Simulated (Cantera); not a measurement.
An adiabatic, constant-volume homogeneous reactor starts with CO : H₂ : O₂ : N₂ = 1 : 0.16 : 0.586 : 5.33 (molar parts), equivalence ratio 0.99, at 1725 K and 5.00 bar. Integrator tolerance rtol = 1e-08.

Detailed kinetics in Cantera: GRI-Mech 3.0 (53 species, 325 reactions). The hydrogen kinetics of GRI-Mech 3.0 are dated; newer H2 mechanisms differ, most at raised pressure.

Q: What does this change do: initial temperature 1725 to 1075 K?

A: 
```csv
quantity,before,after
time of steepest temperature rise,5.70 µs,0.680 ms
temperature at 1.00 s,2773 K,2477 K
equilibrium temperature,2773 K,2477 K
x(CO) at 1.00 s,0.0424 (gas-phase equilibrium 0.0424),0.0165 (gas-phase equilibrium 0.0165)
x(H₂) at 1.00 s,0.00115 (gas-phase equilibrium 0.00115),0.000457 (gas-phase equilibrium 0.000457)
x(O₂) at 1.00 s,0.0158 (gas-phase equilibrium 0.0158),0.00685 (gas-phase equilibrium 0.00685)
x(HO₂) at 1.00 s,2.90e-6 (gas-phase equilibrium 2.90e-6),8.97e-7 (gas-phase equilibrium 8.97e-7)
x(NO₂) at 1.00 s,5.07e-6 (gas-phase equilibrium 5.07e-6),2.18e-6 (gas-phase equilibrium 2.18e-6)
x(H) at 1.00 s,0.000922 (gas-phase equilibrium 0.000922),0.000150 (gas-phase equilibrium 0.000150)
```
